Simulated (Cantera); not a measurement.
## FeS2 + SO2 + O2 (roasting and sulfation)

Input: 1 mol FeS2, 2.7 mol SO2, 0.23 mol O2, at 8.70 bar.

These are equilibrium values from Cantera (NASA tables, ideal gas, pure condensed phases), not measurements of a reactor. Candidate condensed phases: Fe, FeO, FeS, FeSO4, FeS2, Fe2O3, Fe2(SO4)3, Fe3O4, S; 12 gas species. FeS: taken at fixed stoichiometry. Gases not in the tables: S3 to S7. The numbers say what is thermodynamically allowed, not how fast it happens.

```csv
T (°C),x SO2,x S2,x S2O,x SO,n FeS2(s),n Fe3O4(s),n FeS(s),n FeS(l)
675,0.986,0.0107,0.00340,5.50e-6,0.885,0.0384,0,0
725,0.936,0.0529,0.0107,1.73e-5,0.391,0,0.609,0
775,0.879,0.104,0.0168,3.99e-5,0,0,1.00,0
825,0.879,0.104,0.0165,7.54e-5,0,0,1.00,0
875,0.879,0.104,0.0162,0.000135,0,0,1.00,0
925,0.879,0.105,0.0160,0.000229,0,0,1.00,0
975,0.879,0.105,0.0158,0.000374,0,0,1.00,0
1025,0.879,0.105,0.0155,0.000587,0,0,1.00,0
1075,0.879,0.105,0.0153,0.000891,0,0,1.00,0
1125,0.879,0.105,0.0152,0.00131,0,0,1.00,0
1175,0.878,0.105,0.0150,0.00188,0,0,1.00,0
1225,0.878,0.105,0.0148,0.00263,0,0,0,1.00
1275,0.877,0.105,0.0146,0.00360,0,0,0,1.00
1325,0.876,0.104,0.0145,0.00483,0,0,0,1.00
```
x: gas mole fraction; n: condensed amount in mol.

At 675 °C the condensed part is FeS2(s) + Fe3O4(s). At 725 °C the condensed part is FeS(s) + FeS2(s). From 775 °C to 1175 °C the condensed part is FeS(s). From 1225 °C to 1325 °C the condensed part is FeS(l).
